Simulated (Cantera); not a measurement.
A perfectly stirred reactor is fed with 11.9 % NH₃, 88.1 % N₂, at 10.00 Torr; it is held at 1973 K, and followed from long to short residence time.

Computed with Cantera and the gas-phase N/H chemistry of the illustrative SiF4/NH3 mechanism in the Surface Chemkin manual (1991). Walls and surfaces, which speed up NH3 decomposition in real reactors, are not modelled.

### Question
Predict: x(NH₃) at τ = 9.80 s; x(N₂) at τ = 9.80 s; x(NH) at τ = 9.80 s; x(N₂H₂) at τ = 9.80 s; x(NH₃) at τ = 40.0 ms; x(N₂H₄) at τ = 40.0 ms; x(N₂) at τ = 40.0 ms; x(NH) at τ = 40.0 ms; x(N₂H₂) at τ = 40.0 ms.

### Answer
- x(NH₃) at τ = 9.80 s: 0.0182
- x(N₂) at τ = 9.80 s: 0.846
- x(NH) at τ = 9.80 s: 7.06e-6
- x(N₂H₂) at τ = 9.80 s: 1.45e-7
- x(NH₃) at τ = 40.0 ms: 0.116
- x(N₂H₄) at τ = 40.0 ms: 2.24e-9
- x(N₂) at τ = 40.0 ms: 0.880
- x(NH) at τ = 40.0 ms: 6.52e-6
- x(N₂H₂) at τ = 40.0 ms: 1.19e-6
